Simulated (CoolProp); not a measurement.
Sulfur hexafluoride at 333.77 K and 4.05 MPa is throttled through a valve to 1.19 MPa with no heat exchange. Each further row changes one setting.

The numbers come from the reference Helmholtz-energy equation of state, Guder 2009 in CoolProp.

```
case                       temperature change (K)  final density (kg/m³)
-------------------------  ----------------------  ---------------------
as stated                                       …                      …
outlet pressure 0.357 MPa                       …                      …
outlet pressure 1.55 MPa                        …                      …
```

Q: What belongs in the gaps?

A: 
- as stated, temperature change (K): -33.0
- as stated, final density (kg/m³): 81.2
- outlet pressure 0.357 MPa, temperature change (K): -41.9
- outlet pressure 0.357 MPa, final density (kg/m³): 22.5
- outlet pressure 1.55 MPa, temperature change (K): -29.0
- outlet pressure 1.55 MPa, final density (kg/m³): 110
